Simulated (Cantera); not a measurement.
Cantera with NASA thermochemical tables; ideal gases at 1 bar, condensed phases pure. Values are per mole of reaction as written; species without (g) are pure solids or liquids, kept so even where they would boil at 1 bar. TaC: taken at fixed stoichiometry.

3 NO(g) + TaC → 3 N(g) + TaO2(g) + CO(g)

```csv
T (K),ΔH° (kJ),ΔS° (J/K),ΔG° (kJ),log10 K
1423,977.9,267.8,596.8,-21.90
1523,(withheld),(withheld),(withheld),(withheld)
1623,(withheld),(withheld),(withheld),(withheld)
1723,975.3,266.2,516.6,-15.66
1823,974.2,265.6,490.1,-14.04
1923,(withheld),(withheld),(withheld),(withheld)
2023,971.8,264.3,437.1,-11.29
2123,970.4,263.6,410.7,-10.10
2223,968.9,263.0,384.3,-9.03
2323,(withheld),(withheld),(withheld),(withheld)
2423,965.8,261.6,331.9,-7.15
```

Complete the blanks.


- 1523, ΔH° (kJ): 977.1
- 1523, ΔS° (J/K): 267.3
- 1523, ΔG° (kJ): 570.0
- 1523, log10 K: -19.55
- 1623, ΔH° (kJ): 976.2
- 1623, ΔS° (J/K): 266.8
- 1623, ΔG° (kJ): 543.3
- 1623, log10 K: -17.49
- 1923, ΔH° (kJ): 973.0
- 1923, ΔS° (J/K): 264.9
- 1923, ΔG° (kJ): 463.5
- 1923, log10 K: -12.59
- 2323, ΔH° (kJ): 967.4
- 2323, ΔS° (J/K): 262.3
- 2323, ΔG° (kJ): 358.1
- 2323, log10 K: -8.05
